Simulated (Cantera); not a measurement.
Charge: 1 mol Zr, 12 mol H2O, held at 18.0 Pa.

Cantera equilibrium calculation (NASA polynomials, part measured and part estimated; ideal gas, pure solids and liquids). Candidate condensed phases: H2O, Zr, ZrO2; 12 gas species. Rates play no part. All values below are at 1900 K.

Base state: H2O 0.801, H2 0.162, H 0.0238, OH 0.00967, O2 0.00231, O 0.00107 (mole fractions); condensed: ZrO2(tetragonal).

Task: What changes in the equilibrium state with this change: Zr replaced by Ta?

Result: 
| species | before | after |
|---|---|---|
| H2O | 0.801 | 0.764 |
| H2 | 0.162 | 0.199 |
| H | 0.0238 | 0.0264 |
| TaO2 | 0 | 1.62e-5 |
| O2 | 0.00231 | 0.00139 |
| O | 0.00107 | 0.000830 |
| OH | 0.00967 | 0.00833 |
| ZrO2(tetragonal), mol | 1.00 | 0 |
| Ta2O5(s), mol | 0 | 0.500 |
Further candidate phases: Ta, Ta2O5.

Task: What changes in the equilibrium state with this change: H2O from 12 to 0.99 mol?

Result: 
```
species                 before    after
---------------------  -------  -------
H2                       0.162    0.943
H                       0.0238   0.0574
ZrO                      <1e-9  4.12e-5
H2O                      0.801  4.04e-7
OH                     0.00967  2.02e-9
O2                     0.00231    <1e-9
O                      0.00107    <1e-9
ZrO2(tetragonal), mol     1.00    0.495
Zr(β), mol                   0    0.505
```
Mutual solubility and eutectic melting of coexisting phases are not modelled. Condensed phases not in the tables: N, O or C dissolved in the metal.

Task: What changes in the equilibrium state with this change: pressure from 18.0 Pa to 8200 Pa?

Result: 
| species | before | after |
|---|---|---|
| H2O | 0.801 | 0.832 |
| H2 | 0.162 | 0.166 |
| H | 0.0238 | 0.00113 |
| OH | 0.00967 | 0.000465 |
| O | 0.00107 | 2.37e-6 |
| O2 | 0.00231 | 5.19e-6 |
| ZrO2(tetragonal), mol | 1.00 | 1.00 |
